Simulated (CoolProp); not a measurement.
Vapour pressure (MPa) of C2F6 (R116): the reference equation beside estimates from Tc = 19.9 °C, pc = 3.048 MPa, ω = 0.257. Clausius-Clapeyron is anchored at -79.95 °C with a constant enthalpy of vaporisation of 16.25 kJ/mol.

Model: reference Helmholtz-energy equation of state, Lemmon 2006, in CoolProp. It is a short technical equation, of lower accuracy than the large ones.

```json
[
 {"T (°C)": "-92.25", "reference": "0.04415", "Lee-Kesler": "0.04344", "Clausius-Clapeyron": "0.04603", "van der Waals": "0.3115", "Soave-Redlich-Kwong": "0.04370", "Peng-Robinson": "0.04441"},
 {"T (°C)": "-90.15", "reference": "0.05042", "Lee-Kesler": "0.04970", "Clausius-Clapeyron": "0.05211", "van der Waals": "0.3323", "Soave-Redlich-Kwong": "0.04994", "Peng-Robinson": "0.05064"},
 {"T (°C)": "-88.15", "reference": "0.05702", "Lee-Kesler": "0.05630", "Clausius-Clapeyron": "0.05849", "van der Waals": "0.3530", "Soave-Redlich-Kwong": "0.05653", "Peng-Robinson": "0.05720"},
 {"T (°C)": "-86.05", "reference": "0.06468", "Lee-Kesler": "0.06397", "Clausius-Clapeyron": "0.06585", "van der Waals": "0.3757", "Soave-Redlich-Kwong": "0.06417", "Peng-Robinson": "0.06481"},
 {"T (°C)": "-84.05", "reference": "0.07270", "Lee-Kesler": "0.07201", "Clausius-Clapeyron": "0.07355", "van der Waals": "0.3981", "Soave-Redlich-Kwong": "0.07219", "Peng-Robinson": "0.07277"},
 {"T (°C)": "-81.95", "reference": "0.08195", "Lee-Kesler": "0.08129", "Clausius-Clapeyron": "0.08239", "van der Waals": "0.4226", "Soave-Redlich-Kwong": "0.08144", "Peng-Robinson": "0.08195"},
 {"T (°C)": "-79.95", "reference": "0.09159", "Lee-Kesler": "0.09098", "Clausius-Clapeyron": "0.09159", "van der Waals": "0.4469", "Soave-Redlich-Kwong": "0.09109", "Peng-Robinson": "0.09151"},
 {"T (°C)": "-77.85", "reference": "0.1026", "Lee-Kesler": "0.1021", "Clausius-Clapeyron": "0.1021", "van der Waals": "0.4734", "Soave-Redlich-Kwong": "0.1022", "Peng-Robinson": "0.1025"},
 {"T (°C)": "-75.85", "reference": "0.1141", "Lee-Kesler": "0.1137", "Clausius-Clapeyron": "0.1130", "van der Waals": "0.4995", "Soave-Redlich-Kwong": "0.1137", "Peng-Robinson": "0.1139"},
 {"T (°C)": "-73.75", "reference": "0.1272", "Lee-Kesler": "0.1268", "Clausius-Clapeyron": "0.1255", "van der Waals": "0.5280", "Soave-Redlich-Kwong": "0.1268", "Peng-Robinson": "0.1268"},
 {"T (°C)": "-71.75", "reference": "0.1407", "Lee-Kesler": "0.1405", "Clausius-Clapeyron": "0.1383", "van der Waals": "0.5561", "Soave-Redlich-Kwong": "0.1404", "Peng-Robinson": "0.1403"},
 {"T (°C)": "-69.65", "reference": "0.1561", "Lee-Kesler": "0.1560", "Clausius-Clapeyron": "0.1529", "van der Waals": "0.5866", "Soave-Redlich-Kwong": "0.1559", "Peng-Robinson": "0.1555"},
 {"T (°C)": "-67.65", "reference": "0.1719", "Lee-Kesler": "0.1719", "Clausius-Clapeyron": "0.1678", "van der Waals": "0.6167", "Soave-Redlich-Kwong": "0.1718", "Peng-Robinson": "0.1712"},
 {"T (°C)": "-65.55", "reference": "0.1898", "Lee-Kesler": "0.1900", "Clausius-Clapeyron": "0.1848", "van der Waals": "0.6494", "Soave-Redlich-Kwong": "0.1898", "Peng-Robinson": "0.1890"}
]
```

Absolute difference from the reference over all 14 rows, mean and median: Lee-Kesler 0.7 and 0.6 %, Clausius-Clapeyron 1.8 and 1.8 %, van der Waals 393.0 and 374.7 %, Soave-Redlich-Kwong 0.5 and 0.5 %, Peng-Robinson 0.3 and 0.3 %.
